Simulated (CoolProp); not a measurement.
The fluid at 378.68 K and 0.238 MPa (gas) is heated at constant pressure to 492.6 K. The same conditions are run with several fluids, on thermodynamics alone (safety and materials aside).

Model: reference Helmholtz-energy equation of state of each fluid (tetrahydrofuran: Fiedler 2023; n-pentane: Thol 2019; R115: Lemmon 2016; neopentane: Lemmon 2006), in CoolProp.

Q: Rank tetrahydrofuran, n-pentane, R115, neopentane by heat (kJ/kg), highest first.

A: neopentane (267), n-pentane (262), tetrahydrofuran (187), R115 (99.6)

```json
[
 {"fluid": "tetrahydrofuran", "final density (kg/m³)": "4.28"},
 {"fluid": "n-pentane", "final density (kg/m³)": "4.28"},
 {"fluid": "R115", "final density (kg/m³)": "9.04"},
 {"fluid": "neopentane", "final density (kg/m³)": "4.26"}
]
```
